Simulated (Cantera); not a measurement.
Feed: 1 mol Pb, 0.051 mol CO, 2.4 mol N2, at 0.000970 bar.

Method: chemical equilibrium by Gibbs-energy minimisation in Cantera with the NASA 1993 tables (ideal gas, pure condensed phases). Candidate condensed phases: C, Pb, PbO, PbO2, Pb3O4; 27 gas species. The numbers say what is thermodynamically allowed, not how fast it happens.

### Question
What share of the Pb ends up in condensed phases as a function of T (°C), at 525, 600, 675, 750, 825, 900, 975?

### Answer
| T (°C) | Pb condensed (%) | as |
|---|---|---|
| 525 | 100.0 | Pb(l) |
| 600 | 99.8 | Pb(l) |
| 675 | 98.8 | Pb(l) |
| 750 | 93.1 | Pb(l) |
| 825 | 66.4 | Pb(l) |
| 900 | 0.0 | - |
| 975 | 0.0 | - |
